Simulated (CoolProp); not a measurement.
Computed with CoolProp (reference Helmholtz-energy equation of state, de Reuck 1990).

### Question
For fluorine, give the phase and the speed of sound (m/s) at 283.2 K and 0.431 MPa.

### Answer
- 283.2 K and 0.431 MPa: gas; speed of sound 291
